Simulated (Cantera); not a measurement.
Mixture: H2 : O2 : N2 = 1 : 0.455 : 1.71 (molar parts), at 15.0 bar, adiabatic and at constant volume. Ignition delay is the time to a rise of 400 K.

Cantera simulation using GRI-Mech 3.0 (53 species, 325 reactions); the numbers are that mechanism's predictions, not measurements. The hydrogen kinetics of GRI-Mech 3.0 are dated; newer H2 mechanisms differ, most at raised pressure. The pressure lies above the range GRI-Mech 3.0 was tuned for (to about 10 atm). Where the delays flatten at high temperature, the 400 K rule measures the pace of heat release, not the induction time.

Question: Predict: delay at 1300 K; delay at 1450 K; delay at 1600 K; delay at 1750 K; delay at 1900 K.

Answer: 
```json
{
  "delay at 1300 K": "7.44 µs",
  "delay at 1450 K": "1.31 µs",
  "delay at 1600 K": "0.682 µs",
  "delay at 1750 K": "0.447 µs",
  "delay at 1900 K": "0.329 µs"
}
```
